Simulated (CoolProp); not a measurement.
A simple Rankine cycle with R1336mzz(E): condensing at 297.15 K, boiler at 1.55 MPa, turbine inlet 376.9 K, turbine efficiency 0.85, pump efficiency 0.6, no recuperator. Each further row changes one setting.

Computed with CoolProp (reference Helmholtz-energy equation of state, Akasaka 2023).

| case | thermal efficiency (%) | net work (kJ/kg) | heat in (kJ/kg) | turbine exit temperature (K) | volume ratio over the turbine |
|---|---|---|---|---|---|
| as stated | 12.8 | 24.4 | 191 | 321.8 | 10.1 |
| turbine inlet 396.9 K | 12.8 | 27.4 | 214 | 344.7 | 9.25 |
| condensing temperature 289.15 K | 14.0 | 28.1 | 200 | 316.4 | ___ |
| boiler pressure 1.08 MPa | 11.2 | 22.5 | 201 | ___ | 6.21 |
| turbine efficiency 0.75 | 11.2 | ___ | 191 | 325.3 | ___ |

Question: Fill in the missing entries.

Answer: 
- condensing temperature 289.15 K, volume ratio over the turbine: 13.5
- boiler pressure 1.08 MPa, turbine exit temperature (K): 336.1
- turbine efficiency 0.75, net work (kJ/kg): 21.4
- turbine efficiency 0.75, volume ratio over the turbine: 10.3
